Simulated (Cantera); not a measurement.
A freely propagating, adiabatic, planar premixed flame of 40.1 % H2, 11.8 % O2, 48.1 % N2, equivalence ratio 1.7, unburnt at 450 K and 1.50 bar; mixture-averaged transport, grid criteria slope 0.08 and curve 0.16, no radiation.

Detailed kinetics in Cantera: the H2/O2 subset of GRI-Mech 3.0, which has no nitrogen chemistry. Burning velocities carry a grid error of a few per cent, more on coarse grids.

**Question.** Predict: laminar burning velocity; thermal thickness; peak x(HO2); peak x(O); peak x(H); peak x(OH).

**Answer.** 
- laminar burning velocity: 544 cm/s
- thermal thickness: 0.235 mm
- peak x(HO2): 0.000493
- peak x(O): 0.00422
- peak x(H): 0.0709
- peak x(OH): 0.00605
